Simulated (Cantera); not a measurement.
Input (Python, Cantera):

```python
import numpy as np
import cantera as ct

gas = ct.Solution("h2o2.yaml")
gas.TPX = 425, 100000, {'H2': 1, 'O2': 0.227, 'N2': 0.773, 'H2O': 0.36}
flame = ct.FreeFlame(gas, width=0.04)
flame.set_refine_criteria(ratio=3, slope=0.08, curve=0.16)
flame.transport_model = "mixture-averaged"
flame.solve(loglevel=0, auto=True)
z, T = flame.grid, flame.T
thick = (T[-1] - T[0]) / np.gradient(T, z).max()
show = ['H2', 'O2', 'H2O', 'HO2', 'O', 'H']
print(f"laminar burning velocity  {flame.velocity[0] * 100:.3f} cm/s")
print(f"burnt temperature         {T[-1]:.1f} K")
print(f"thermal thickness         {thick * 1e3:.4f} mm")
print(f"grid points               {len(z)}")
z0 = z[flame.heat_release_rate.argmax()]
print(f"{'z/mm':>9s}{'T/K':>9s}{'u/(m/s)':>9s}" + "".join(f"{s:>11s}" for s in show))
rows = []
for k in (-3, -2, -1.5, -1, -0.5, -0.25, 0, 0.25, 0.5, 1, 2, 4, 8):
    zz = z0 + k * thick
    rows.append([k * thick, np.interp(zz, z, T), np.interp(zz, z, flame.velocity),
                 *(np.interp(zz, z, flame.X[gas.species_index(s)]) for s in show)])
    print(f"{rows[-1][0] * 1e3:9.3f}{rows[-1][1]:9.1f}{rows[-1][2]:9.3f}" + "".join(f"{x:11.3e}" for x in rows[-1][3:]))
```

Result:

```
laminar burning velocity  362.393 cm/s
burnt temperature         1838.5 K
thermal thickness         0.3363 mm
grid points               108
     z/mm      T/K  u/(m/s)         H2         O2        H2O        HO2          O          H
   -1.009    425.0    3.624  4.237e-01  9.619e-02  1.525e-01  5.044e-11  3.279e-12  1.031e-14
   -0.673    425.0    3.624  4.237e-01  9.619e-02  1.525e-01  2.422e-09  1.205e-10  3.839e-13
   -0.504    425.1    3.624  4.236e-01  9.621e-02  1.526e-01  4.899e-08  1.773e-09  5.913e-12
   -0.336    426.0    3.628  4.229e-01  9.631e-02  1.528e-01  1.207e-06  2.827e-08  3.120e-10
   -0.168    463.9    3.900  4.136e-01  9.711e-02  1.565e-01  2.326e-04  3.440e-06  1.544e-05
   -0.084    691.8    5.664  3.852e-01  9.121e-02  1.798e-01  4.144e-04  9.845e-05  1.836e-03
    0.000   1033.2    8.267  3.357e-01  7.091e-02  2.310e-01  1.585e-04  6.384e-04  1.291e-02
    0.084   1286.6   10.197  2.817e-01  3.974e-02  2.940e-01  6.572e-05  1.400e-03  3.025e-02
    0.168   1427.7   11.281  2.471e-01  1.616e-02  3.392e-01  2.404e-05  1.172e-03  4.126e-02
    0.336   1544.4   12.154  2.306e-01  2.130e-03  3.673e-01  2.927e-06  4.844e-04  4.237e-02
    0.673   1631.5   12.768  2.342e-01  2.462e-04  3.732e-01  3.623e-07  2.642e-04  3.301e-02
    1.345   1707.6   13.289  2.404e-01  9.966e-05  3.761e-01  1.613e-07  1.393e-04  2.256e-02
    2.690   1764.1   13.669  2.453e-01  4.381e-05  3.784e-01  7.736e-08  6.177e-05  1.436e-02
```

Detailed kinetics in Cantera: the H2/O2 subset of GRI-Mech 3.0, which has no nitrogen chemistry. Burning velocities carry a grid error of a few per cent, more on coarse grids.
